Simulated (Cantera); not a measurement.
Mixture: CH₄ : CO : O₂ : N₂ : H₂O = 1 : 0.11 : 1.37 : 5.21 : 0.22 (molar parts), equivalence ratio 1.5, at 760000 Pa, adiabatic and at constant volume. Ignition delay is the time to a rise of 400 K.

Cantera simulation using GRI-Mech 3.0 (53 species, 325 reactions); the numbers are that mechanism's predictions, not measurements.

Question: Predict: delay at 1325 K; delay at 1400 K; delay at 1475 K; delay at 1550 K; delay at 1625 K; apparent activation energy between 1475 and 1625 K.

Answer: 
| Item | Value |
|---|---|
| delay at 1325 K | 1.97 ms |
| delay at 1400 K | 0.848 ms |
| delay at 1475 K | 0.383 ms |
| delay at 1550 K | 0.180 ms |
| delay at 1625 K | 88.7 µs |
| apparent activation energy between 1475 and 1625 K | 190 kJ/mol |
